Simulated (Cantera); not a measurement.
Feed: 1 mol MgCO₃, 0.062 mol SO₃, 0.076 mol O₂, 0.6 mol H₂S, held at 1223 K and 0.0180 bar.

These are equilibrium values from Cantera (NASA tables, ideal gas, pure condensed phases), not measurements of a reactor. Candidate condensed phases: C, C₆H₆, C₇H₈, C₈H₁₈, H₂O, H₂SO₄, Mg, MgCO₃, MgO, Mg(OH)₂, MgS, MgSO₄, S; 130 gas species. Gases not in the tables: S₃ to S₇. The numbers say what is thermodynamically allowed, not how fast it happens.

Base state: CO₂ 0.422, H₂O 0.239, S₂ 0.143, CO 0.0985, H₂ 0.0382, H₂S 0.0365, SO₂ 0.0193, COS 0.00300 (mole fractions); condensed: MgO(s).

**Question.** What changes in the equilibrium state with this change: SO₃ from 0.062 to 3 mol?

**Answer.** 
| species | before | after |
|---|---|---|
| SO₂ | 0.0193 | 0.609 |
| CO₂ | 0.422 | 0.171 |
| O₂ | <1e-9 | 0.112 |
| S₂ | 0.143 | <1e-9 |
| H₂S | 0.0365 | <1e-9 |
| CO | 0.0985 | 1.13e-7 |
| H₂ | 0.0382 | 4.63e-8 |
| H₂O | 0.239 | 0.102 |
| SO₃ | <1e-9 | 0.00587 |
| COS | 0.00300 | <1e-9 |
| S₂O | 0.000633 | <1e-9 |
| SH | 0.000310 | <1e-9 |
| SO | 0.000221 | 1.97e-8 |
| MgO(s), mol | 1.00 | 1.00 |

**Question.** What changes in the equilibrium state with this change: temperature from 1223 K to 1675 K?

**Answer.** 
```
species        before     after
-----------  --------  --------
CO             0.0985     0.272
CO₂             0.422     0.215
H₂O             0.239     0.207
SO₂            0.0193     0.109
SO           0.000221    0.0119
H₂S            0.0365   0.00556
H₂             0.0382    0.0790
S₂              0.143    0.0953
OH            2.47e-8   3.08e-5
H             4.38e-7  0.000243
S             2.24e-6  0.000578
SH           0.000310   0.00262
MgO(s), mol      1.00     1.000
```
